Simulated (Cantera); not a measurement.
Charge: 1 mol Al, 6.8 mol O2, 9.1 mol H2, 0.89 mol H2O, held at 1448.15 K and 17.0 mbar.

Method: chemical equilibrium by Gibbs-energy minimisation in Cantera with the NASA 1993 tables (ideal gas, pure condensed phases). Candidate condensed phases: Al, Al2O3, H2O; 19 gas species. Gases not in the tables: Al(OH)3. Kinetics and transport are ignored.

Task: What is the equilibrium state?

Result: 
```
Property                              Value
--------------------------------  ---------
x(H2O)                                0.869
x(O2)                                 0.130
x(OH)                              0.000355
x(H2)                               1.70e-5
x(O)                                5.42e-6
n(Al2O3(s))                       0.500 mol
gas amount                        11.49 mol
log10 activity of Al(l) (absent)     -19.89
```
